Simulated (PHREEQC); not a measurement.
Make-up at 25 °C: 0.81 mol Na2SO4, 0.42 mol K2SO4 and 5.6 mol NaCl per kg of water. Closed to the air; pH follows from the charge balance.

The numbers come from PHREEQC with the Pitzer model, pitzer.dat.

Problem. The ionic strength comes out as 9.29 mol/kgw. What activity coefficients do K+, Cl-, SO4-2, Na+ get?

Solution. K+ 0.73, Cl- 0.70, SO4-2 0.0059, Na+ 1.5. Single-ion values are on the MacInnes scale.

Precipitation was switched off in this run. Saturation is exceeded, for instance for Thenardite; the values hold only as long as no solid forms.
